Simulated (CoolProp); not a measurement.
Values from CoolProp's reference Helmholtz-energy equation of state, Lemmon 2006. It is a short technical equation, of lower accuracy than the large ones.

Q: For C2F6 (R116), give the phase and the cv (kJ/(kg K)), speed of sound (m/s), isothermal compressibility (1/MPa), conductivity (mW/(m K)) at -0.95 °C and 7.53 bar; 92.15 °C and 7.53 bar; 110.75 °C and 7.53 bar.

A: 
- -0.95 °C and 7.53 bar: gas; cv 0.688, speed of sound 121, isothermal compressibility 1.52, conductivity 13.2
- 92.15 °C and 7.53 bar: gas; cv 0.812, speed of sound 149, isothermal compressibility 1.38, conductivity 20.2
- 110.75 °C and 7.53 bar: gas; cv 0.835, speed of sound 154, isothermal compressibility 1.37, conductivity 21.7

Thermal conductivity comes from a separate model (Huber 2003), an estimate that may be off by 10 % or more.
